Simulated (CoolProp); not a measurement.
Vapour pressure (MPa) of R114: the reference equation beside estimates from Tc = 147.5 °C, pc = 3.352 MPa, ω = 0.252. Clausius-Clapeyron is anchored at 35.15 °C with a constant enthalpy of vaporisation of 21.19 kJ/mol.

Computed with CoolProp (reference Helmholtz-energy equation of state, Platzer 1990). This equation is an older, rougher fit; its heat capacities, sound speeds and derivatives of the liquid may be far off and weren't checked against measurements.

| T (°C) | reference | Clausius-Clapeyron | van der Waals |
|---|---|---|---|
| 27.75 | 0.2340 | 0.2395 | 0.7502 |
| 31.45 | 0.2625 | 0.2655 | 0.7974 |
| 35.15 | 0.2936 | 0.2936 | 0.8465 |
| 38.85 | 0.3273 | 0.3238 | 0.8975 |
| 42.55 | 0.3639 | (withheld) | (withheld) |
| 46.25 | 0.4035 | 0.3913 | 1.005 |
| 49.95 | 0.4463 | 0.4287 | 1.062 |
| 53.75 | 0.4937 | 0.4699 | 1.123 |
| 57.45 | 0.5433 | 0.5128 | (withheld) |

### Question
Fill in the missing entries.

### Answer

- 42.55, Clausius-Clapeyron: 0.3563
- 42.55, van der Waals: 0.9505
- 57.45, van der Waals: 1.184

Absolute difference from the reference over all 9 rows, mean and median: Clausius-Clapeyron 2.7 and 2.4 %, van der Waals 164.5 and 161.2 %.
